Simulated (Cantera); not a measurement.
Thermodynamics of hydrogen reduction and annealing atmospheres, feed Ta2O5 + H2

Feed: 1 mol Ta2O5, 140 mol H2, held at 2173.15 K and 1.00 Torr.

Method: chemical equilibrium by Gibbs-energy minimisation in Cantera with the NASA 1993 tables (ideal gas, pure condensed phases). Candidate condensed phases: H2O, Ta, Ta2O5; 12 gas species. Equilibrium is a limit: real reactors are often held back by kinetics, nucleation or transport.

The x(H2) is 0.863. The x(H) comes out as 0.123. The x(TaO2) comes out as 0.00799 and the x(H2O) comes out as 0.00525. The x(TaO) is 0.000911 and the x(OH) is 0.000100. The x(O) is 1.00e-5 and the n(Ta2O5(l)) comes out as 0.330 mol. The gas amount is 150.6 mol and the log10 activity of Ta(s) (absent) is -0.64.
